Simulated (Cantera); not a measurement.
Cantera run:

```python
import numpy as np
import cantera as ct

gas_names = """
    C CN CO CO2 C2 CCN CNC C2N2 C2O C3 C3O2 C4 C4N2 C5 Fe FeC5O5 FeO N NCO NO NO2 NO3 N2 N2O O O2 O3
""".split()
cond_names = """
    C(gr) Fe(a) Fe(c) Fe(d) Fe(L) FeC5O5(L) FeO(s) FeO(L) Fe2O3(s) Fe3O4(s)
""".split()


# ... load() reads the species with a 1 bar reference pressure and builds the phases ...
atoms = {
    'Fe2O3': {'Fe': 2, 'O': 3},
    'C': {'C': 1},
    'N2': {'N': 2},
}
top_T = {'C(gr)': 4500, 'Fe2O3(s)': 1830, 'Fe3O4(s)': 1870}  # K; cautious upper limits of use, not melting points


# ... equilibrate(T, P, feed) seeds the gas with the atoms and calls Mixture.equilibrate('TP', solver="vcs", rtol=1e-11, max_steps=5000) ...
results = []
feed = {'Fe2O3': 1, 'C': 2.7, 'N2': 2.1}  # mol
P = 950  # Pa
for T in [950, 1150, 1350, 1550, 1750, 1950, 2150, 2350]:
    mix = equilibrate(T, P, feed)
    results.append((T, P, feed, dict(zip(mix.species_names, mix.species_moles))))

top = {s: max(r[3][s] / sum(r[3][g] for g in gas_names) for r in results) for s in gas_names}
cols = sorted((s for s in top if top[s] > 1e-05), key=lambda s: -top[s])[:6]
seen = [c for c in cond_names if any(r[3].get(c, 0) > 1e-12 for r in results)]
print("log10 of partial pressures in bar; condensed amounts in mol")
print(f"{'T/K':>10s}" + "".join(f"{s[:9]:>10s}" for s in cols + seen))
for T, P, feed, n in results:
    ng = sum(n[g] for g in gas_names)
    print(f"{T:10.4g}" + "".join(f"{np.log10(max(n[s] / ng * P / 1e5, 1e-99)):10.3f}" for s in cols)
          + "".join(f"{n.get(c, 0):10.4g}" for c in seen))
```

Output:

```
log10 of partial pressures in bar; condensed amounts in mol
       T/K        CO        N2        Fe       CO2       FeO         O     Fe(a)     Fe(c)     Fe(d)     Fe(L)    FeO(L)
       950    -2.323    -2.381   -14.951    -3.226   -20.122   -22.394         2         0         0         0         0
      1150    -2.323    -2.381   -11.066    -3.226   -15.145   -17.275         2         0         0         0         0
      1350    -2.323    -2.381    -8.367    -3.226   -11.687   -13.675         0         2         0         0         0
      1550    -2.323    -2.381    -6.378    -3.226    -9.143   -11.005         0         2         0         0         0
      1750    -2.324    -2.382    -4.856    -3.227    -7.200    -8.947         0         0     1.993         0         0
      1950    -2.325    -2.391    -3.689    -3.300    -5.774    -7.385         0         0         0     1.853   0.04044
      2150    -2.400    -2.470    -2.761    -3.429    -4.636    -6.111         0         0         0    0.8561   0.05371
      2350    -2.465    -2.533    -2.564    -3.472    -4.203    -4.989         0         0         0         0         0
```

Equilibrium computed with Cantera from the NASA thermochemical tables; the gas is ideal and each condensed phase is pure. Each liquid is taken as pure. Mutual solubility and eutectic melting of coexisting phases are not modelled. The tables' stoichiometric FeO is somewhat more stable than real wüstite, so its field is too wide. FeO: taken at fixed stoichiometry.
